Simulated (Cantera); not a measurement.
**Stirred combustor or abatement burner**

A perfectly stirred reactor is fed with 9.54 % CH4, 17.4 % O2, 65.3 % N2, 7.82 % H2O, equivalence ratio 1.1, at 195 Torr; it is adiabatic with a 798 K inlet, and is followed from long to short residence time, starting on the burning branch (τ in s: 0.074, 0.034, 0.015, 0.007, 0.0032, 0.0014, 0.00065, 0.0003, 0.00013, 6.1e-05, 2.8e-05).

Detailed kinetics in Cantera: GRI-Mech 3.0 (53 species, 325 reactions).

```json
[
 {"τ (s)": "0.074", "T (K)": "2283", "x CH4": "5.99e-6", "x O2": "0.00587", "x H2O": "0.235", "x CH2": "3.52e-7", "x C2H4": "4.10e-10", "x CH3": "4.04e-6", "x CO2": "0.0632"},
 {"τ (s)": "0.034", "T (K)": "2253", "x CH4": "1.09e-5", "x O2": "0.00720", "x H2O": "0.232", "x CH2": "6.10e-7", "x C2H4": "1.15e-9", "x CH3": "7.09e-6", "x CO2": "0.0618"},
 {"τ (s)": "0.015", "T (K)": "2208", "x CH4": "2.04e-5", "x O2": "0.00903", "x H2O": "0.228", "x CH2": "1.02e-6", "x C2H4": "3.14e-9", "x CH3": "1.24e-5", "x CO2": "0.0598"},
 {"τ (s)": "0.0070", "T (K)": "2157", "x CH4": "3.71e-5", "x O2": "0.0110", "x H2O": "0.224", "x CH2": "1.61e-6", "x C2H4": "8.06e-9", "x CH3": "2.11e-5", "x CO2": "0.0578"},
 {"τ (s)": "0.0032", "T (K)": "2103", "x CH4": "7.14e-5", "x O2": "0.0131", "x H2O": "0.219", "x CH2": "2.61e-6", "x C2H4": "2.32e-8", "x CH3": "3.76e-5", "x CO2": "0.0557"},
 {"τ (s)": "0.0014", "T (K)": "2049", "x CH4": "0.000151", "x O2": "0.0154", "x H2O": "0.215", "x CH2": "4.59e-6", "x C2H4": "8.27e-8", "x CH3": "7.36e-5", "x CO2": "0.0534"},
 {"τ (s)": "0.00065", "T (K)": "2004", "x CH4": "0.000323", "x O2": "0.0180", "x H2O": "0.212", "x CH2": "8.40e-6", "x C2H4": "3.26e-7", "x CH3": "0.000147", "x CO2": "0.0504"},
 {"τ (s)": "0.00030", "T (K)": "1959", "x CH4": "0.000768", "x O2": "0.0222", "x H2O": "0.210", "x CH2": "1.72e-5", "x C2H4": "1.70e-6", "x CH3": "0.000327", "x CO2": "0.0449"},
 {"τ (s)": "0.00013", "T (K)": "1855", "x CH4": "0.00318", "x O2": "0.0369", "x H2O": "0.205", "x CH2": "4.90e-5", "x C2H4": "2.99e-5", "x CH3": "0.00118", "x CO2": "0.0291"},
 {"τ (s)": "6.1e-5", "T (K)": "798", "x CH4": "0.0954", "x O2": "0.174", "x H2O": "0.0782", "x CH2": "<1e-12", "x C2H4": "<1e-12", "x CH3": "<1e-12", "x CO2": "<1e-12"},
 {"τ (s)": "2.8e-5", "T (K)": "798", "x CH4": "0.0954", "x O2": "0.174", "x H2O": "0.0782", "x CH2": "<1e-12", "x C2H4": "<1e-12", "x CH3": "<1e-12", "x CO2": "<1e-12"}
]
```
x: mole fraction; the columns are a selection and need not sum to one.
